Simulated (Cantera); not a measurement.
Charge: 1 mol SiCl4, 0.067 mol CH4, 130 mol H2, held at 2050 K and 0.0133 bar.

These are equilibrium values from Cantera (NASA tables, ideal gas, pure condensed phases), not measurements of a reactor. Candidate condensed phases: C, C6H6, C7H8, C8H18, Si, SiC; 109 gas species. The tables' values for SiCl are old estimates; treat these amounts as uncertain. Gases not in the tables: Si2H6 and higher silanes. Kinetics and transport are ignored.

Base state: H2 0.947, HCl 0.0264, H 0.0191, Si 0.00462, SiCl2 0.00133, Cl 0.000395, SiCl 0.000340, SiH 0.000314 (mole fractions); condensed: SiC(s).

Question: What changes in the equilibrium state with this change: temperature from 2050 K to 1225 K?

Answer: 
| species | before | after |
|---|---|---|
| H2 | 0.947 | 0.972 |
| HCl | 0.0264 | 0.0260 |
| SiCl2 | 0.00133 | 0.00170 |
| H | 0.0191 | 2.66e-6 |
| Si | 0.00462 | <1e-9 |
| SiH | 0.000314 | <1e-9 |
| Si2C | 0.000156 | <1e-9 |
| SiCl4 | <1e-9 | 6.14e-5 |
| Si2 | 4.29e-5 | <1e-9 |
| SiCl | 0.000340 | 1.01e-8 |
| SiC(s), mol | 0.0438 | 0.0670 |
| Si(s), mol | 0 | 0.674 |
Mutual solubility and eutectic melting of coexisting phases are not modelled. The tables' values for SiCl3 are old estimates; treat these amounts as uncertain.
